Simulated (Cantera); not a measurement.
A closed system holds: 1 mol SiC, a varied amount of H2O, 3 mol H2, held at 1925 K and 1.40 Pa.

These are equilibrium values from Cantera (NASA tables, ideal gas, pure condensed phases), not measurements of a reactor. Candidate condensed phases: C, C6H6, C7H8, C8H18, H2O, Si, SiC, SiO2; 123 gas species. The numbers say what is thermodynamically allowed, not how fast it happens.

log p: log10 of the partial pressure in bar; n: condensed amount in mol.

```json
[
 {"n(H2O) (mol)": "0.07", "log p H2": "-5.00", "log p H": "-5.52", "log p CO": "-6.59", "log p Si": "-6.15", "log p SiO": "-8.69", "log p Si2C": "-7.85", "log p SiC2": "-7.69", "n C(graphite)": "0.119", "n SiC(s)": "0.795"},
 {"n(H2O) (mol)": "0.11", "log p H2": "-5.01", "log p H": "-5.52", "log p CO": "-6.40", "log p Si": "-6.15", "log p SiO": "-8.51", "log p Si2C": "-7.85", "log p SiC2": "-7.69", "n C(graphite)": "0.0841", "n SiC(s)": "0.789"},
 {"n(H2O) (mol)": "0.19", "log p H2": "-5.02", "log p H": "-5.53", "log p CO": "-6.18", "log p Si": "-6.15", "log p SiO": "-8.29", "log p Si2C": "-7.85", "log p SiC2": "-7.69", "n C(graphite)": "0.0146", "n SiC(s)": "0.778"},
 {"n(H2O) (mol)": "0.3", "log p H2": "-5.04", "log p H": "-5.54", "log p CO": "…", "log p Si": "…", "log p SiO": "…", "log p Si2C": "…", "log p SiC2": "…", "n C(graphite)": "0", "n SiC(s)": "…"},
 {"n(H2O) (mol)": "0.5", "log p H2": "-5.07", "log p H": "-5.56", "log p CO": "…", "log p Si": "…", "log p SiO": "…", "log p Si2C": "…", "log p SiC2": "…", "n C(graphite)": "0", "n SiC(s)": "…"},
 {"n(H2O) (mol)": "0.81", "log p H2": "-5.12", "log p H": "-5.58", "log p CO": "-5.74", "log p Si": "-5.76", "log p SiO": "-7.09", "log p Si2C": "-7.47", "log p SiC2": "-8.07", "n C(graphite)": "0", "n SiC(s)": "0.203"},
 {"n(H2O) (mol)": "1.3", "log p H2": "-5.13", "log p H": "-5.59", "log p CO": "-5.70", "log p Si": "-5.85", "log p SiO": "-6.22", "log p Si2C": "-8.57", "log p SiC2": "-9.99", "n C(graphite)": "0", "n SiC(s)": "0"}
]
```

Q: Fill in the missing entries.

A: 
- 0.3, log p CO: -6.02
- 0.3, log p Si: -6.03
- 0.3, log p SiO: -7.89
- 0.3, log p Si2C: -7.73
- 0.3, log p SiC2: -7.80
- 0.3, n SiC(s): 0.687
- 0.5, log p CO: -5.86
- 0.5, log p Si: -5.88
- 0.5, log p SiO: -7.44
- 0.5, log p Si2C: -7.59
- 0.5, log p SiC2: -7.95
- 0.5, n SiC(s): 0.495
